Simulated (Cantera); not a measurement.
# Thermodynamics of fluorocarbon and chlorocarbon gases, feed CCl4 + Si + H2 + HCl

A closed system holds: 1 mol CCl4, 0.083 mol Si, 18 mol H2, 2.2 mol HCl, equilibrated at 2050 °C and 1.40 Pa.

Equilibrium computed with Cantera from the NASA thermochemical tables; the gas is ideal and each condensed phase is pure. Candidate condensed phases: C, C6H6, C7H8, C8H18, Si, SiC; 109 gas species. Equilibrium is a limit: real reactors are often held back by kinetics, nucleation or transport.

```json
{
 "x(H)": "0.773",
 "x(Cl)": "0.134",
 "x(H2)": "0.0705",
 "x(HCl)": "0.0170",
 "x(C3)": "0.00182",
 "x(Si)": "0.00176",
 "x(C)": "0.000865",
 "x(C2H2 (acetylene))": "0.000341",
 "x(SiC2)": "0.000262",
 "n(C(graphite))": "0.662 mol",
 "gas_amount": "41.00 mol",
 "log10 activity of Si(l) (absent)": "-4.67"
}
```
